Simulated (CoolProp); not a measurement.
Values from CoolProp's reference Helmholtz-energy equation of state, Thol 2019.

Problem. Give the vapour pressure (kPa), enthalpy of vaporisation (kJ/kg), vapour Z, surface tension (mN/m) of saturated n-pentane at 353.5, 363.4, 432.7 K.

Solution. 
| T (K) | p (kPa) | enthalpy of vaporisation (kJ/kg) | vapour Z | surface tension (mN/m) |
|---|---|---|---|---|
| 353.5 | 371 | 318 | 0.890 | 9.54 |
| 363.4 | 473 | 307 | 0.870 | 8.53 |
| 432.7 | 1870 | 204 | 0.649 | 2.22 |

Surface tension comes from a separate correlation (Mulero 2012).
